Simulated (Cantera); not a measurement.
# Ignition delay

Mixture: CH₄ : O₂ : N₂ = 1 : 4.17 : 14.2 (molar parts), at 2400 Torr, adiabatic and at constant volume. Ignition delay is the time to a rise of 400 K.

Model: GRI-Mech 3.0 (53 species, 325 reactions), integrated in Cantera.

```csv
T0 (K),delay (ms)
1175,13.6
1250,5.04
1325,2.02
1400,0.875
1475,0.410
1550,0.207
1625,0.112
```

```
Quantity                                                 Value
--------------------------------------------------  ----------
apparent activation energy between 1475 and 1625 K  170 kJ/mol
```
